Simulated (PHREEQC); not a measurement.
A made-up water analysis in mg/L, 25 °C, pH 6.03, pe 11.2: Na 0.0963; K 0.0274; Ca 0.217; Mg 0.018; Cl 0.207; S(6) as SO4 0.176; Alkalinity as HCO3 0.46; Si as SiO2 0.00831; B 0.0038; F 0.00227.

Valence states are taken as typed.

All values are PHREEQC results (ion-association model, phreeqc.dat), not measurements.

```json
[
 {"quantity": "CO2 (mol/kgw)", "before": "1.77e-5", "after": "3.91e-5"},
 {"quantity": "HCO3- (mol/kgw)", "before": "8.46e-6", "after": "9.41e-6"},
 {"quantity": "CaSO4 (mol/kgw)", "before": "1.68e-9", "after": "1.68e-9"},
 {"quantity": "CaHCO3+ (mol/kgw)", "before": "5.71e-10", "after": "6.34e-10"},
 {"quantity": "CO3-2 (mol/kgw)", "before": "4.33e-10", "after": "2.41e-10"},
 {"quantity": "MgSO4 (mol/kgw)", "before": "3.03e-10", "after": "3.02e-10"},
 {"quantity": "SI of Quartz (SiO2)", "before": "-2.88", "after": "-2.88"}
]
```

**Question.** Which change was made?
(A) temperature from 25 to 60 °C at the same typed pH
(B) all concentrations times 2 at the same typed pH
(C) pH from 6.03 to 5.73 at the same alkalinity
(D) Cl from 0.207 to 0.621 mg/L

**Answer.** C, pH from 6.03 to 5.73 at the same alkalinity

This is a speciation only: nothing precipitates in the calculation. SiF6-2 is the database's only silicon fluoride. Real BF4- forms and hydrolyses slowly; the run takes it at equilibrium.
